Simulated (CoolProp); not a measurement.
Vapour-liquid equilibrium of R13 (1) + isobutane (2) at 272.3 K; x and y are mole fractions of (1).

Computed with CoolProp (multi-fluid Helmholtz-energy mixture model, Platzer 1990 and Bücker 2006; pair parameters Bell 2016). This equation is an older, rougher fit; its heat capacities, sound speeds and derivatives of the liquid may be far off and weren't checked against measurements.

```json
[
 {"x": "0.05", "bubble pressure, mixture model (bar)": "2.772", "bubble pressure, Raoult's law (bar)": "2.411", "y, mixture model": "0.454", "y, Raoult's law": "0.400"},
 {"x": "0.125", "bubble pressure, mixture model (bar)": "(withheld)", "bubble pressure, Raoult's law (bar)": "3.743", "y, mixture model": "0.669", "y, Raoult's law": "0.644"},
 {"x": "0.2", "bubble pressure, mixture model (bar)": "(withheld)", "bubble pressure, Raoult's law (bar)": "5.076", "y, mixture model": "0.760", "y, Raoult's law": "0.760"},
 {"x": "0.275", "bubble pressure, mixture model (bar)": "7.437", "bubble pressure, Raoult's law (bar)": "6.408", "y, mixture model": "(withheld)", "y, Raoult's law": "0.828"},
 {"x": "0.35", "bubble pressure, mixture model (bar)": "(withheld)", "bubble pressure, Raoult's law (bar)": "7.741", "y, mixture model": "0.845", "y, Raoult's law": "0.872"},
 {"x": "0.425", "bubble pressure, mixture model (bar)": "9.894", "bubble pressure, Raoult's law (bar)": "9.073", "y, mixture model": "0.869", "y, Raoult's law": "0.903"},
 {"x": "0.5", "bubble pressure, mixture model (bar)": "11.01", "bubble pressure, Raoult's law (bar)": "10.41", "y, mixture model": "0.889", "y, Raoult's law": "0.927"},
 {"x": "0.575", "bubble pressure, mixture model (bar)": "12.09", "bubble pressure, Raoult's law (bar)": "11.74", "y, mixture model": "0.905", "y, Raoult's law": "0.945"},
 {"x": "0.65", "bubble pressure, mixture model (bar)": "13.18", "bubble pressure, Raoult's law (bar)": "13.07", "y, mixture model": "(withheld)", "y, Raoult's law": "0.959"},
 {"x": "0.725", "bubble pressure, mixture model (bar)": "14.29", "bubble pressure, Raoult's law (bar)": "14.40", "y, mixture model": "0.936", "y, Raoult's law": "0.971"},
 {"x": "0.8", "bubble pressure, mixture model (bar)": "15.48", "bubble pressure, Raoult's law (bar)": "15.73", "y, mixture model": "0.951", "y, Raoult's law": "0.981"},
 {"x": "0.875", "bubble pressure, mixture model (bar)": "16.77", "bubble pressure, Raoult's law (bar)": "17.07", "y, mixture model": "(withheld)", "y, Raoult's law": "0.989"},
 {"x": "0.95", "bubble pressure, mixture model (bar)": "18.21", "bubble pressure, Raoult's law (bar)": "18.40", "y, mixture model": "0.986", "y, Raoult's law": "0.996"}
]
```

### Question
What belongs in the gaps?

### Answer

- 0.125, bubble pressure, mixture model (bar): 4.490
- 0.2, bubble pressure, mixture model (bar): 6.038
- 0.275, y, mixture model: 0.811
- 0.35, bubble pressure, mixture model (bar): 8.713
- 0.65, y, mixture model: 0.921
- 0.875, y, mixture model: 0.968

The largest gap from Raoult's law is +20.0 % in bubble pressure, at x = 0.125. No azeotrope shows between x = 0.05 and 0.95.

The pair parameters rest on a limited set of measurements; away from them the model extrapolates. The gap from Raoult's law changes sign with composition, which may be real or a fault of the pair parameters; it wasn't checked against measurements.
